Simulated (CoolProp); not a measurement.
1000 sccm (0 °C, 1 atm) of nitrogen bubbles through liquid 1,2-dichloroethane at 279.7 K and leaves saturated at a total pressure of 0.101 MPa (ideal gas phase). Each further row changes one setting.

Model: reference Helmholtz-energy equation of state, Thol 2015, in CoolProp.

```csv
case,vapour pressure (kPa),mole fraction of vapour,delivery (mg/min),delivery (sccm),change of delivery for a bath 1 K warmer (%)
as stated,4.07,0.0403,185,42.0,5.9
bath temperature 284.7 K,5.34,0.0528,246,55.8,5.8
total pressure 0.202 MPa,4.07,0.0201,90.7,20.6,5.8
```
